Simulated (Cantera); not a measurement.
## Thermodynamics of roasting and sulfation, feed FeS2 + H2S + O2

A closed system holds: 1 mol FeS2, 1.2 mol H2S, 4.1 mol O2, held at 1325 °C.

These are equilibrium values from Cantera (NASA tables, ideal gas, pure condensed phases), not measurements of a reactor. Candidate condensed phases: Fe, FeO, Fe(OH)2, Fe(OH)3, FeS, FeSO4, FeS2, Fe2O3, Fe2(SO4)3, Fe3O4, H2O, H2SO4, S; 22 gas species. Mutual solubility and eutectic melting of coexisting phases are not modelled. The tables' stoichiometric FeO is somewhat more stable than real wüstite, so its field is too wide. FeO: taken at fixed stoichiometry. The numbers say what is thermodynamically allowed, not how fast it happens.

```json
[
 {"P (Pa)": "1000", "x SO2": "0.695", "x H2O": "0.254", "x S2": "0.0131", "x H2": "0.0213", "x SO": "0.0139", "x H2S": "0.000568", "n FeO(s)": "1.000", "n Fe3O4(s)": "0"},
 {"P (Pa)": "2300", "x SO2": "0.696", "x H2O": "0.258", "x S2": "0.0144", "x H2": "0.0179", "x SO": "0.0116", "x H2S": "0.000758", "n FeO(s)": "1.000", "n Fe3O4(s)": "0"},
 {"P (Pa)": "5400", "x SO2": "0.697", "x H2O": "0.261", "x S2": "0.0154", "x H2": "0.0149", "x SO": "0.00952", "x H2S": "0.000999", "n FeO(s)": "1.000", "n Fe3O4(s)": "0"},
 {"P (Pa)": "13000", "x SO2": "0.697", "x H2O": "0.264", "x S2": "0.0161", "x H2": "0.0122", "x SO": "0.00773", "x H2S": "0.00130", "n FeO(s)": "1.000", "n Fe3O4(s)": "0"},
 {"P (Pa)": "29000", "x SO2": "0.697", "x H2O": "0.266", "x S2": "0.0166", "x H2": "0.0102", "x SO": "0.00637", "x H2S": "0.00164", "n FeO(s)": "1.000", "n Fe3O4(s)": "0"},
 {"P (Pa)": "68000", "x SO2": "0.698", "x H2O": "0.268", "x S2": "0.0168", "x H2": "0.00830", "x SO": "0.00517", "x H2S": "0.00206", "n FeO(s)": "1.000", "n Fe3O4(s)": "0"},
 {"P (Pa)": "160000", "x SO2": "0.698", "x H2O": "0.269", "x S2": "0.0168", "x H2": "0.00673", "x SO": "0.00418", "x H2S": "0.00257", "n FeO(s)": "1.000", "n Fe3O4(s)": "0"},
 {"P (Pa)": "370000", "x SO2": "0.698", "x H2O": "0.270", "x S2": "0.0166", "x H2": "0.00546", "x SO": "0.00338", "x H2S": "0.00314", "n FeO(s)": "1.000", "n Fe3O4(s)": "0"},
 {"P (Pa)": "860000", "x SO2": "0.698", "x H2O": "0.271", "x S2": "0.0167", "x H2": "0.00444", "x SO": "0.00274", "x H2S": "0.00391", "n FeO(s)": "0.963", "n Fe3O4(s)": "0.0123"},
 {"P (Pa)": "2000000", "x SO2": "0.675", "x H2O": "0.273", "x S2": "0.0310", "x H2": "0.00430", "x SO": "0.00255", "x H2S": "0.00788", "n FeO(s)": "0", "n Fe3O4(s)": "0.333"}
]
```
x: gas mole fraction; n: condensed amount in mol.

From 10.0 mbar to 3.70 bar the condensed part is FeO(s). At 8.60 bar the condensed part is FeO(s) + Fe3O4(s). At 20.0 bar the condensed part is Fe3O4(s). The main Fe-bearing gas is Fe(OH)2 throughout.
